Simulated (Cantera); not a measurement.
Predominance diagram of Zr at 900 K against the partial pressures of O2 and N2 (log10, bar). Cantera with NASA thermochemical tables; ideal gases at 1 bar, condensed phases pure. Candidates: Zr(α), ZrN(s), ZrO2(monoclinic). Only these pure phases compete in this equilibrium. ZrN: taken at fixed stoichiometry.

```
log p(N2) \ log p(O2)
        columns: -50, -46.9, -43.8, -40.6, -37.5, -34.4, -31.2, -28.1, -25, -21.9, -18.8, -15.6, -12.5, -9.4, -6.2, -3.1, 0
      1  A A A A A B B B B B B B B B B B B
   -1.5  A A A A B B B B B B B B B B B B B
   -4.1  A A A A B B B B B B B B B B B B B
   -6.6  A A A B B B B B B B B B B B B B B
   -9.2  A A A B B B B B B B B B B B B B B
  -11.7  A A A B B B B B B B B B B B B B B
  -14.3  A A B B B B B B B B B B B B B B B
  -16.8  A A B B B B B B B B B B B B B B B
  -19.4  A B B B B B B B B B B B B B B B B
  -21.9  A B B B B B B B B B B B B B B B B
  -24.5  A B B B B B B B B B B B B B B B B
    -27  B B B B B B B B B B B B B B B B B
```

A: ZrN(s); B: ZrO2(monoclinic).
